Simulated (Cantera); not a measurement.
Feed: 1 mol FeS, 0.18 mol O2, 0.89 mol CO2, held at 135 Torr.

These are equilibrium values from Cantera (NASA tables, ideal gas, pure condensed phases), not measurements of a reactor. Candidate condensed phases: C, Fe, Fe(CO)5, FeO, FeS, FeSO4, FeS2, Fe2O3, Fe2(SO4)3, Fe3O4, S; 25 gas species. Mutual solubility and eutectic melting of coexisting phases are not modelled. FeS: taken at fixed stoichiometry. Gases not in the tables: S3 to S7. The numbers say what is thermodynamically allowed, not how fast it happens. All values below are at 877 °C.

Base state: CO2 0.872, SO2 0.103, CO 0.0137, S2 0.0104, COS 0.000623, S2O 0.000374, SO 6.99e-5 (mole fractions); condensed: FeS(s) + Fe3O4(s).

What changes in the equilibrium state with this change: pressure from 135 Torr to 10.0 Torr?


| species | before | after |
|---|---|---|
| CO2 | 0.872 | 0.851 |
| SO2 | 0.103 | 0.101 |
| CO | 0.0137 | 0.0294 |
| S2 | 0.0104 | 0.0174 |
| SO | 6.99e-5 | 0.000151 |
| COS | 0.000623 | 0.000468 |
| S2O | 0.000374 | 0.000284 |
| FeS(s), mol | 0.874 | 0.861 |
| Fe3O4(s), mol | 0.0419 | 0.0462 |
